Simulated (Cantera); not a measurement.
Input (Python, Cantera) and output of one run.

```python
import numpy as np
import cantera as ct

gas_names = [...]  # 109 gases of nasa_gas.yaml made of C, Cl, H, Si
cond_names = """
    C(gr) C6H6(L) C7H8(L) C8H18(L),n-octa Si(cr) Si(L) SiC(b)
""".split()


# ... load() reads the species with a 1 bar reference pressure and builds the phases ...
atoms = {
    'CH3SiCl3': {'C': 1, 'H': 3, 'Si': 1, 'CL': 3},
    'C2H4': {'C': 2, 'H': 4},
    'H2': {'H': 2},
    'C3H8': {'C': 3, 'H': 8},
}
top_T = {'C(gr)': 4500, 'SiC(b)': 3050}  # K; cautious upper limits of use, not melting points


# ... equilibrate(T, P, feed) seeds the gas with the atoms and calls Mixture.equilibrate('TP', solver="gibbs", rtol=1e-10, max_steps=50000) ...
results = []
feed = {'CH3SiCl3': 1, 'C2H4': 0.021, 'H2': 2.5, 'C3H8': 0.0059}  # mol
T = 923.15  # K
P = 15000  # Pa
mix = equilibrate(T, P, feed)
results.append((T, P, feed, dict(zip(mix.species_names, mix.species_moles))))
x = sorted(zip(gas.X, gas.species_names), reverse=True)
print(f"T = {T:g} K  P = {P:g} Pa  gas = {mix.phase_moles(0):.4g} mol")
print("   x: " + "  ".join(f"{s} {v:.3e}" for v, s in x if v > 0.001))
print("   condensed (mol): " + ("  ".join(f"{mix.phase(i).name} {mix.phase_moles(i):.4g}"
      for i in range(1, mix.n_phases) if mix.phase_moles(i) > 1e-12) or "none"))
```

It prints:

```
T = 923.15 K  P = 15000 Pa  gas = 4.805 mol
   x: H2 7.646e-01  SiCL4 1.333e-01  HCL 7.694e-02  CH4 2.036e-02  SiHCL3 4.727e-03
   condensed (mol): C(gr) 0.6253  SiC(b) 0.3366
```

Method: chemical equilibrium by Gibbs-energy minimisation in Cantera with the NASA 1993 tables (ideal gas, pure condensed phases). The feed counts by its element totals alone. The tables' values for SiCl3 are old estimates; treat these amounts as uncertain.
